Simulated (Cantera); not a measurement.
A closed system holds: 1 mol n-butane, 0.31 mol NH3, 47 mol N2, held at 10.0 Torr.

Equilibrium computed with Cantera from the NASA thermochemical tables; the gas is ideal and each condensed phase is pure. Candidate condensed phases: C, C6H6, C7H8, C8H18; 92 gas species. The numbers say what is thermodynamically allowed, not how fast it happens.

x: gas mole fraction; n: condensed amount in mol.

```
T (K)   x N2    x H2       x H    x HCN  n C(graphite)
-----  -----  ------  --------  -------  -------------
950    0.896   0.104   1.55e-9  6.81e-7           4.00
1100   0.896   0.104   7.22e-8  6.78e-6           4.00
1250   0.896   0.104   1.35e-6  3.87e-5           4.00
1400   0.896   0.104       [?]      [?]           3.99
1550   0.896   0.104       [?]      [?]           3.98
1700   0.895   0.103  0.000410  0.00111           3.94
1850   0.894   0.102   0.00149  0.00235           3.87
2000   0.892  0.0990   0.00443  0.00438           3.75
```

**Question.** What belongs in the gaps?

**Answer.** 
- 1550, x H: 8.78e-5
- 1550, x HCN: 0.000453
- 1400, x H: 1.36e-5
- 1400, x HCN: 0.000151
